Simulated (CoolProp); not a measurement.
Aqueous methanol as a coolant, at 31 °C, 1 atm.

The numbers come from the Melinder's fits for secondary coolants in CoolProp.

```
mass %  freezing point (°C)  cp (kJ/(kg K))  viscosity (mPa s)  conductivity (W/(m K))  density (kg/m³)
------  -------------------  --------------  -----------------  ----------------------  ---------------
3                      -1.7           4.181              0.840                   0.597            990.0
7.3                    -4.6           4.184              0.928                   0.570            982.7
11.7                   -7.9           4.167               1.02                   0.543            975.7
16                    -11.4           4.141               1.10                   0.518            968.8
20.4                  -15.5           4.107               1.18                   0.493            961.8
24.7                  -19.8           4.070               1.25                   0.469            954.8
29.1                  -24.6           4.024               1.30                   0.445            947.4
33.4                  -29.8           3.971               1.33                   0.423            940.0
37.7                  -35.5           3.905               1.34                   0.402            932.2
42.1                  -41.8           3.824               1.34                   0.382            924.0
46.4                  -48.5           3.732               1.33                   0.363            915.6
50.8                  -55.9           3.630               1.30                   0.346            906.7
```
